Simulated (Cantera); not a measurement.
Input: 1 mol Al(CH₃)₃, 3.1 mol O₂, 5.9 mol H₂, held at 1348 K and 34.5 Torr.

Cantera equilibrium calculation (NASA polynomials, part measured and part estimated; ideal gas, pure solids and liquids). Candidate condensed phases: Al, Al₂O₃, C, C₆H₆, C₇H₈, C₈H₁₈, H₂O; 121 gas species. The feed counts by its element totals alone. The numbers say what is thermodynamically allowed, not how fast it happens.

Base state: H₂ 0.667, CO 0.207, H₂O 0.110, CO₂ 0.0173 (mole fractions); condensed: Al₂O₃(s).

Problem. What changes in the equilibrium state with this change: 0.64 mol CH₄ added?

Solution. 
```tsv
species	before	after
H₂	0.667	0.703
CO	0.207	0.228
H₂O	0.110	0.0594
CO₂	0.0173	0.00983
Al₂O₃(s), mol	0.500	0.500
```
